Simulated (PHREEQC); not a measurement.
1 kg of water holding 0.5 mol/kgw KCl and 0.0046 mol/kgw NaHCO3 is evaporated at 25 °C; the solids stay in contact with the brine. CO2 from the air is kept out. Only these solids could form: Halite, Kalicinite, Nahcolite, Natron, Sylvite, Trona.

The series has 28 steps of water left (kg), from 1 to 0.005012.

Computed with PHREEQC (Pitzer model, pitzer.dat).

Which solids form, in which order, and at which step of the series does each first stand?

Sylvite from water left = 0.09502 kg (pH 7.69).

Species that the database lacks are ignored.
